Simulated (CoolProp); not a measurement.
Vapour-liquid equilibrium of cyclopentane (1) + octamethylcyclotetrasiloxane (D4) (2) at 325.2 K; x and y are mole fractions of (1).

The numbers come from the multi-fluid Helmholtz-energy mixture model, Gedanitz 2015 and Thol 2015; pair parameters Bell 2016 in CoolProp.

| x | bubble pressure (kPa) | y at the bubble point | dew pressure at overall composition x (kPa) | liquid density (mol/L) |
|---|---|---|---|---|
| 0.05 | 4.895 | 0.841 | 0.8555 | 3.228 |
| 0.2 | (withheld) | 0.963 | 1.014 | 3.670 |
| 0.35 | (withheld) | 0.983 | 1.245 | (withheld) |
| 0.5 | 48.48 | 0.992 | 1.612 | (withheld) |
| 0.65 | 66.12 | (withheld) | 2.286 | (withheld) |
| 0.8 | 85.27 | 0.998 | (withheld) | (withheld) |
| 0.95 | 104.9 | 1.000 | 13.94 | 9.247 |

Problem. What belongs in the gaps?

Solution. 
- 0.2, bubble pressure (kPa): 17.96
- 0.35, bubble pressure (kPa): 32.45
- 0.35, liquid density (mol/L): 4.224
- 0.5, liquid density (mol/L): 4.937
- 0.65, y at the bubble point: 0.996
- 0.65, liquid density (mol/L): 5.892
- 0.8, dew pressure at overall composition x (kPa): 3.928
- 0.8, liquid density (mol/L): 7.231

No azeotrope shows between x = 0.05 and 0.95.

Pair parameters are fitted to limited data, so mixtures are less certain than the pure fluids.
